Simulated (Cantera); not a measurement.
Feed: 1 mol LiOH, 2.8 mol H2, 2 mol O2, held at 1873 K and 188 Torr.

These are equilibrium values from Cantera (NASA tables, ideal gas, pure condensed phases), not measurements of a reactor. Candidate condensed phases: H2O, Li, LiH, LiOH, Li2O; 17 gas species. The numbers say what is thermodynamically allowed, not how fast it happens.

Base state: H2O 0.634, LiOH 0.225, O2 0.136, OH 0.00336, Li2O 0.000384, H2 0.000357, Li2(OH)2 0.000315, O 0.000174 (mole fractions); condensed: gas only.

What changes in the equilibrium state with this change: pressure from 188 Torr to 10.0 Torr?


```
species     before     after
--------  --------  --------
H2O          0.634     0.630
LiOH         0.225     0.224
O2           0.136     0.135
OH         0.00336   0.00697
Li2(OH)2  0.000315   1.66e-5
Li        0.000148   0.00133
H          2.44e-5  0.000219
```

What changes in the equilibrium state with this change: pressure from 188 Torr to 24.0 Torr?


```csv
species,before,after
H2O,0.634,0.632
LiOH,0.225,0.225
O2,0.136,0.135
OH,0.00336,0.00561
H2,0.000357,0.000995
Li2(OH)2,0.000315,4.01e-5
Li,0.000148,0.000691
H,2.44e-5,0.000114
```
